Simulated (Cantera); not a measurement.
Gas mixture: 100 % CH4, at 0.0440 bar, frozen composition.

Cantera's kinetic-theory transport with the Lennard-Jones parameters of GRI-Mech 3.0, ideal gas; thermal conductivity in the multicomponent form.

D: mixture-averaged diffusion coefficient of that species in the mixture.

```tsv
T (K)	ρ (kg/m³)	cp (J/kg/K)	μ (µPa s)	λ (mW/m/K)	Pr	D (cm²/s) H	D (cm²/s) C2H2	D (cm²/s) O
400	0.0212	2526	14.4	50.8	0.718	43.2	6.91	(withheld)
500	0.0170	2898	17.1	68.6	0.722	64.0	10.3	(withheld)
600	0.0141	3287	19.5	88.4	0.725	87.9	14.2	(withheld)
700	0.0121	3656	21.7	109	0.727	114	18.6	(withheld)
800	0.0106	3989	23.8	130	0.728	144	23.3	(withheld)
900	0.00943	4292	25.8	152	0.729	175	28.5	(withheld)
1000	0.00849	4589	27.7	174	0.730	209	34.1	(withheld)
```

Q: Some entries are withheld; supply them.

A: 
- 400, D (cm²/s) O: 12.8
- 500, D (cm²/s) O: 18.8
- 600, D (cm²/s) O: 25.6
- 700, D (cm²/s) O: 33.2
- 800, D (cm²/s) O: 41.6
- 900, D (cm²/s) O: 50.7
- 1000, D (cm²/s) O: 60.4
